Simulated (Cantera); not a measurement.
A closed system holds: 1 mol SiHCl3, 0.63 mol N2, 21 mol H2, held at 998 K and 0.133 bar.

These are equilibrium values from Cantera (NASA tables, ideal gas, pure condensed phases), not measurements of a reactor. Candidate condensed phases: NH4Cl, Si, Si3N4; 28 gas species. N2 is the only nitrogen source here; it is nearly inert below about 1500 K, so the nitride shown seldom forms there in practice. Kinetics and transport are ignored.

Base state: H2 0.880, HCl 0.116, SiCl4 0.00365, N2 0.000969, SiHCl3 0.000193 (mole fractions); condensed: Si3N4(s).

Problem. What changes in the equilibrium state with this change: temperature from 998 K to 725 K?

Solution. 
```
species          before    after
-------------  --------  -------
H2                0.880    0.885
HCl               0.116    0.106
SiCl4           0.00365  0.00633
NH3             2.02e-6  3.89e-5
SiHCl3         0.000193  1.64e-5
N2             0.000969  0.00261
Si3N4(s), mol     0.304    0.285
```
